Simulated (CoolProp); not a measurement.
Dimethyl carbonate along the isotherm 326.85 °C: Z from the reference equation and from simpler models built on Tc = 283.9 °C, pc = 49.09 bar, ω = 0.346; each cubic takes its own stable root.

The numbers come from the reference Helmholtz-energy equation of state, Zhou 2011 in CoolProp.

```
p (bar)          phase  reference
-------  -------------  ---------
35.1               gas     0.7813
70.1     supercritical     0.4783
105      supercritical     0.3852
140      supercritical     0.4411
175      supercritical     0.5109
210      supercritical     0.5832
245      supercritical     0.6557
281      supercritical     0.7297
316      supercritical     0.8010
351      supercritical     0.8716
386      supercritical     0.9413
421      supercritical      1.010
456      supercritical      1.079
491      supercritical      1.146
```

### Question
How far does each simpler model (van der Waals, Soave-Redlich-Kwong, Peng-Robinson) lie from the reference over these 14 states: mean and median of the absolute difference, and the worst?

### Answer
- van der Waals: mean 29.3 %, median 34.0 %, worst +36.3 % at 326.85 °C and 491 bar
- Soave-Redlich-Kwong: mean 9.5 %, median 8.9 %, worst +16.2 % at 326.85 °C and 105 bar
- Peng-Robinson: mean 2.4 %, median 2.2 %, worst +6.9 % at 326.85 °C and 105 bar
